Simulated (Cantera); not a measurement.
A closed system holds: 1 mol SiH2Cl2, 0.043 mol HCl, a varied amount of H2, held at 898 K and 285 Torr.

Method: chemical equilibrium by Gibbs-energy minimisation in Cantera with the NASA 1993 tables (ideal gas, pure condensed phases). Candidate condensed phases: Si; 19 gas species. The tables' values for SiCl3 are old estimates; treat these amounts as uncertain. Equilibrium is a limit: real reactors are often held back by kinetics, nucleation or transport.

x: gas mole fraction; n: condensed amount in mol.

| n(H2) (mol) | x H2 | x SiCl4 | x SiHCl3 | x HCl | n Si(s) |
|---|---|---|---|---|---|
| 7.3 | 0.932 | 0.0392 | 0.0227 | 0.00448 | 0.443 |
| 13 | 0.957 | [?] | [?] | [?] | 0.441 |
| 22 | 0.973 | 0.0129 | 0.0101 | 0.00347 | 0.441 |
| 39 | 0.983 | [?] | [?] | [?] | 0.444 |
| 69 | 0.990 | 0.00352 | 0.00383 | 0.00253 | 0.451 |
| 120 | 0.993 | 0.00178 | 0.00231 | 0.00214 | 0.465 |
| 210 | 0.996 | 0.000859 | 0.00134 | 0.00178 | 0.490 |
| 370 | 0.997 | 0.000386 | 0.000734 | 0.00146 | 0.530 |

**Question.** Fill in the missing entries.

**Answer.** 
- 13, x SiCl4: 0.0224
- 13, x SiHCl3: 0.0151
- 13, x HCl: 0.00395
- 39, x SiCl4: 0.00684
- 39, x SiHCl3: 0.00629
- 39, x HCl: 0.00297
